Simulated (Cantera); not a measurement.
Charge: 1 mol Si, 1.1 mol HCl, 2.5 mol H₂, equilibrated at 1298.15 K and 0.670 bar.

Cantera equilibrium calculation (NASA polynomials, part measured and part estimated; ideal gas, pure solids and liquids). Candidate condensed phases: Si; 19 gas species. The tables' values for SiCl₃ are old estimates; treat these amounts as uncertain. Equilibrium is a limit: real reactors are often held back by kinetics, nucleation or transport.

Base state: H₂ 0.854, HCl 0.0659, SiCl₄ 0.0350, SiHCl₃ 0.0205, SiCl₂ 0.0135, SiCl₃ 0.00890, SiH₂Cl₂ 0.00169, SiH₃Cl 3.92e-5 (mole fractions); condensed: Si(s).

**Question.** What changes in the equilibrium state with this change: temperature from 1298.15 K to 673.15 K?

**Answer.** 
```csv
species,before,after
H₂,0.854,0.906
SiCl₄,0.0350,0.0551
SiHCl₃,0.0205,0.0369
HCl,0.0659,0.000171
SiCl₂,0.0135,2.06e-8
SiCl₃,0.00890,1.56e-6
SiH₃Cl,3.92e-5,1.32e-5
SiH₂Cl₂,0.00169,0.00152
"Si(s), mol",0.730,0.692
```

**Question.** What changes in the equilibrium state with this change: HCl from 1.1 to 0.55 mol?

**Answer.** 
| species | before | after |
|---|---|---|
| H₂ | 0.854 | 0.903 |
| HCl | 0.0659 | 0.0552 |
| SiCl₄ | 0.0350 | 0.0154 |
| SiHCl₃ | 0.0205 | 0.0114 |
| SiCl₂ | 0.0135 | 0.00898 |
| SiCl₃ | 0.00890 | 0.00481 |
| SiH₂Cl₂ | 0.00169 | 0.00119 |
| Si(s), mol | 0.730 | 0.876 |
